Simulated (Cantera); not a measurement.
What does this Cantera script print?

```python
import numpy as np
import cantera as ct

gas_names = """
    CL CL2 N N2 Si SiCL SiCL2 SiCL3 SiCL4 SiN Si2 Si2N Si3
""".split()
cond_names = """
    Si(cr) Si(L) Si3N4(a)
""".split()


# ... load() reads the species with a 1 bar reference pressure and builds the phases ...
atoms = {
    'SiCl4': {'Si': 1, 'CL': 4},
    'Cl2': {'CL': 2},
    'N2': {'N': 2},
}
top_T = {'Si3N4(a)': 2400}  # K; cautious upper limits of use, not melting points


# ... equilibrate(T, P, feed) seeds the gas with the atoms and calls Mixture.equilibrate('TP', solver="vcs", rtol=1e-11, max_steps=5000) ...
results = []
feed = {'SiCl4': 1, 'Cl2': 0.2, 'N2': 7.9}  # mol
T = 800  # K
P = 76000  # Pa
mix = equilibrate(T, P, feed)
results.append((T, P, feed, dict(zip(mix.species_names, mix.species_moles))))
x = sorted(zip(gas.X, gas.species_names), reverse=True)
print(f"T = {T:g} K  P = {P:g} Pa  gas = {mix.phase_moles(0):.4g} mol")
print("   x: " + "  ".join(f"{s} {v:.3e}" for v, s in x if v > 0.0001))
print("   condensed (mol): " + ("  ".join(f"{mix.phase(i).name} {mix.phase_moles(i):.4g}"
      for i in range(1, mix.n_phases) if mix.phase_moles(i) > 1e-12) or "none"))
```

Output:

```
T = 800 K  P = 76000 Pa  gas = 9.1 mol
   x: N2 8.681e-01  SiCL4 1.099e-01  CL2 2.198e-02
   condensed (mol): none
```

Method: chemical equilibrium by Gibbs-energy minimisation in Cantera with the NASA 1993 tables (ideal gas, pure condensed phases).
